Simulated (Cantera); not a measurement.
A closed system holds: 1 mol HgO, 0.014 mol O2, 0.34 mol H2, equilibrated at 377 °C and 0.0330 bar.

Cantera equilibrium calculation (NASA polynomials, part measured and part estimated; ideal gas, pure solids and liquids). Candidate condensed phases: H2O, Hg, HgO; 10 gas species. Rates play no part.

Base state: Hg 0.594, O2 0.204, H2O 0.202 (mole fractions); condensed: gas only.

Problem. What changes in the equilibrium state with this change: H2 from 0.34 to 1.6 mol?

Solution. 
```
species  before  after
-------  ------  -----
H2O       0.202  0.395
Hg        0.594  0.385
H2        <1e-9  0.220
O2        0.204  <1e-9
```

Problem. What changes in the equilibrium state with this change: H2 from 0.34 to 0.99 mol?

Solution. 
```
species  before    after
-------  ------  -------
Hg        0.594    0.498
H2O       0.202    0.493
O2        0.204  0.00946
```

Problem. What changes in the equilibrium state with this change: pressure from 0.0330 bar to 1 atm?

Solution. 
```csv
species,before,after
H2O,0.202,0.516
Hg,0.594,0.480
O2,0.204,0.00326
"HgO(s), mol",0,0.684
```
